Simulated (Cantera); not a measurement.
Charge: 1 mol BN, a varied amount of HCl, 31 mol N2, at 1448 K and 20.0 Pa.

Method: chemical equilibrium by Gibbs-energy minimisation in Cantera with the NASA 1993 tables (ideal gas, pure condensed phases). Candidate condensed phases: B, BN, NH4Cl; 21 gas species. Gases not in the tables: BHCl2. Rates play no part.

### Question
Which condensed phases are stable at each of these points (n(HCl) (mol)): 4, 5.9, 8.5, 12, 18, 26, 37, 54, 78?

### Answer
```
n(HCl) (mol)  condensed phases  B condensed (%)
------------  ----------------  ---------------
4                        BN(s)             94.3
5.9                      BN(s)             90.8
8.5                      BN(s)             85.6
12                       BN(s)             78.0
18                       BN(s)             64.1
26                       BN(s)             44.1
37                       BN(s)             14.8
54                    gas only              0.0
78                    gas only              0.0
```

From 4 mol HCl to 37 mol HCl the condensed part is BN(s). From 54 mol HCl to 78 mol HCl nothing is condensed.
